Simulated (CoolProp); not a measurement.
Vapour-liquid equilibrium of cyclohexane (1) + n-heptane (2) at 78.25 °C; x and y are mole fractions of (1).

The numbers come from the multi-fluid Helmholtz-energy mixture model, Zhou 2014 and Span 2003; pair parameters Bell 2016 in CoolProp.

Q: Give the bubble pressure and the first vapour's composition at x = 0.425, 0.875, 0.95. Is there an azeotrope?

A: x = 0.425: 0.7178 bar, y = 0.561; x = 0.875: 0.8937 bar, y = 0.920; x = 0.95: 0.9217 bar, y = 0.969. No azeotrope shows between x = 0.05 and 0.95.

Pair parameters are fitted to limited data, so mixtures are less certain than the pure fluids.
